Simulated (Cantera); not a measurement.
Feed: 1 mol TiO2, 2 mol Cl2, equilibrated at 675 °C and 1000 Pa.

These are equilibrium values from Cantera (NASA tables, ideal gas, pure condensed phases), not measurements of a reactor. Candidate condensed phases: Ti, TiCl2, TiCl3, TiCl4, TiO, TiO2, Ti2O3, Ti3O5, Ti4O7; 15 gas species. Condensed phases not in the tables: TiOCl. Equilibrium is a limit: real reactors are often held back by kinetics, nucleation or transport.

Base state: Cl2 0.997, Cl 0.00171, TiCl4 0.000410, O2 0.000410 (mole fractions); condensed: TiO2(rutile).

Question: What changes in the equilibrium state with this change: 0.9 mol H2O added?

Answer: 
| species | before | after |
|---|---|---|
| HCl | 0 | 0.513 |
| Cl2 | 0.997 | 0.344 |
| O2 | 0.000410 | 0.128 |
| H2O | 0 | 0.0137 |
| TiCl4 | 0.000410 | 1.56e-7 |
| Cl | 0.00171 | 0.00100 |
| TiO2(rutile), mol | 0.999 | 1.000 |
Further candidate phases: H2O.

Question: What changes in the equilibrium state with this change: TiO2 replaced by Al2O3?

Answer: 
| species | before | after |
|---|---|---|
| Cl2 | 0.997 | 0.998 |
| Cl | 0.00171 | 0.00171 |
| AlCl3 | 0 | 3.52e-5 |
| TiCl4 | 0.000410 | 0 |
| O2 | 0.000410 | 2.64e-5 |
| TiO2(rutile), mol | 0.999 | 0 |
| Al2O3(s), mol | 0 | 1.000 |
Condensed phases not in the tables: AlOCl. Further candidate phases: Al, AlCl3, Al2O3.
